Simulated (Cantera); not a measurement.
A closed system holds: 1 mol C₂H₄, 2.9 mol CO₂, 0.45 mol N₂, held at 2675 °C and 47.0 bar.

Cantera equilibrium calculation (NASA polynomials, part measured and part estimated; ideal gas, pure solids and liquids). Candidate condensed phases: C, C₆H₆, C₇H₈, C₈H₁₈, H₂O; 136 gas species. The ideal-gas law is rough above about 30 bar. Rates play no part.

Base state: CO 0.625, H₂ 0.184, H₂O 0.0822, N₂ 0.0609, CO₂ 0.0383, H 0.00839, OH 0.00120, NO 6.65e-5 (mole fractions); condensed: gas only.

Question: What changes in the equilibrium state with this change: temperature from 2675 °C to 975 °C?

Answer: 
| species | before | after |
|---|---|---|
| CO | 0.625 | 0.528 |
| H₂ | 0.184 | 0.187 |
| CO₂ | 0.0383 | 0.129 |
| CH₄ | 8.25e-8 | 0.0183 |
| H₂O | 0.0822 | 0.0713 |
| N₂ | 0.0609 | 0.0664 |
| OH | 0.00120 | <1e-9 |
| H | 0.00839 | 2.96e-8 |
| NO | 6.65e-5 | <1e-9 |
| C(graphite), mol | 0 | 0.331 |
